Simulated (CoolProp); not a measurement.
Vapour-liquid equilibrium of 1-butene (1) + acetone (2) at 7.86 bar; x and y are mole fractions of (1).

Model: multi-fluid Helmholtz-energy mixture model, Lemmon 2005 and Lemmon 2006; pair parameters Bell 2016, in CoolProp.

Q: Give the bubble temperature and the first vapour's composition at x = 0.35, 0.65, 0.875. Is there an azeotrope?

A: x = 0.35: 81.9 °C, y = 0.758; x = 0.65: 69.8 °C, y = 0.871; x = 0.875: 64.2 °C, y = 0.941. No azeotrope shows between x = 0.05 and 0.95.

The pair parameters rest on a limited set of measurements; away from them the model extrapolates.
